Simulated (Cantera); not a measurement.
What does this Cantera script print?

```python
import numpy as np
import cantera as ct

gas = ct.Solution("gri30.yaml")


def delay(T, t_max=10):
    gas.TPX = T, 101325, {'CH4': 1.4, 'O2': 2.56, 'N2': 6.67, 'CO2': 0.66}
    reactor = ct.IdealGasReactor(gas, clone=False)
    net = ct.ReactorNet([reactor])
    net.rtol, net.atol = 1e-8, 1e-16
    while net.time < t_max:
        t_old, T_old = net.time, reactor.T
        net.step()
        if reactor.T > T + 400:  # ignition: a rise of 400 K
            return t_old + (T + 400 - T_old) / (reactor.T - T_old) * (net.time - t_old)
    return np.nan


taus = []
for T in [1075, 1175, 1275, 1375, 1475, 1575, 1675]:
    taus.append(delay(T))
    print(f"T0 = {T:6g} K   tau = {taus[-1]:.4e} s")
```

Result:

```
T0 =   1075 K   tau = 2.4953e-01 s
T0 =   1175 K   tau = 5.2646e-02 s
T0 =   1275 K   tau = 1.2997e-02 s
T0 =   1375 K   tau = 3.6998e-03 s
T0 =   1475 K   tau = 1.2152e-03 s
T0 =   1575 K   tau = 4.6538e-04 s
T0 =   1675 K   tau = 2.0644e-04 s
```

Computed with Cantera and GRI-Mech 3.0 (53 species, 325 reactions).
